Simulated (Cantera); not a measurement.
An isothermal, constant-pressure homogeneous reactor starts with H₂ : O₂ : N₂ = 0.088 : 1 : 4.8 (molar parts), at 1450 K and 1.73 Torr. Integrator tolerance rtol = 1e-08.

Model: GRI-Mech 3.0 (53 species, 325 reactions), integrated in Cantera. Radical loss at walls, strong at low pressure, is not modelled.

```json
[
 {"quantity": "x(H₂) at 20.0 s", "before": "0.000144 (gas-phase equilibrium 7.39e-7)", "after": "0.000723 (gas-phase equilibrium 1.80e-6)"},
 {"quantity": "x(O₂) at 20.0 s", "before": "0.161 (gas-phase equilibrium 0.163)", "after": "0.0353 (gas-phase equilibrium 0.0364)"},
 {"quantity": "x(N₂O) at 20.0 s", "before": "2.43e-9 (gas-phase equilibrium 2.62e-9)", "after": "8.07e-10 (gas-phase equilibrium 1.43e-9)"},
 {"quantity": "x(H) at 20.0 s", "before": "0.000494 (gas-phase equilibrium 1.71e-7)", "after": "0.00248 (gas-phase equilibrium 2.67e-7)"},
 {"quantity": "x(HO₂) at 20.0 s", "before": "3.70e-8 (gas-phase equilibrium 9.42e-9)", "after": "1.78e-8 (gas-phase equilibrium 3.29e-9)"},
 {"quantity": "x(H₂O) at 20.0 s", "before": "0.0141 (gas-phase equilibrium 0.0150)", "after": "0.0147 (gas-phase equilibrium 0.0173)"}
]
```

Question: Which change was made?
A. pressure from 1.73 Torr to 10.00 Torr
B. pressure from 1.73 Torr to 5.33 Torr
C. O2 1 to 0.23 parts
D. temperature 1450 to 1250 K

Answer: C, O2 1 to 0.23 parts
